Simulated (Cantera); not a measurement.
Cantera run:

```python
import numpy as np
import cantera as ct

gas_names = [...]  # 109 gases of nasa_gas.yaml made of C, Cl, H, Si
cond_names = """
    C(gr) C6H6(L) C7H8(L) C8H18(L),n-octa Si(cr) Si(L) SiC(b)
""".split()


# ... load() reads the species with a 1 bar reference pressure and builds the phases ...
atoms = {
    'Si(CH3)4': {'Si': 1, 'C': 4, 'H': 12},
    'HCl': {'H': 1, 'CL': 1},
    'H2': {'H': 2},
}
top_T = {'C(gr)': 4500, 'SiC(b)': 3050}  # K; cautious upper limits of use, not melting points


# ... equilibrate(T, P, feed) seeds the gas with the atoms and calls Mixture.equilibrate('TP', solver="vcs", rtol=1e-11, max_steps=5000) ...
results = []
feed = {'Si(CH3)4': 1, 'HCl': 0.24, 'H2': 16}  # mol
T = 2073  # K
P = 20000  # Pa
mix = equilibrate(T, P, feed)
results.append((T, P, feed, dict(zip(mix.species_names, mix.species_moles))))
x = sorted(zip(gas.X, gas.species_names), reverse=True)
print(f"T = {T:g} K  P = {P:g} Pa  gas = {mix.phase_moles(0):.4g} mol")
print("   x: " + "  ".join(f"{s} {v:.3e}" for v, s in x if v > 1e-05))
print("   condensed (mol): " + ("  ".join(f"{mix.phase(i).name} {mix.phase_moles(i):.4g}"
      for i in range(1, mix.n_phases) if mix.phase_moles(i) > 1e-12) or "none"))
```

It prints:

```
T = 2073 K  P = 20000 Pa  gas = 22.3 mol
   x: H2 9.821e-01  HCL 1.067e-02  H 5.828e-03  C2H2,acetylene 1.204e-03  CH4 6.794e-05  CL 4.675e-05  Si 3.545e-05  SiCL2 1.819e-05  SiH2 1.107e-05
   condensed (mol): C(gr) 2.946  SiC(b) 0.9982
```

These are equilibrium values from Cantera (NASA tables, ideal gas, pure condensed phases), not measurements of a reactor. Gases not in the tables: Si2H6 and higher silanes.
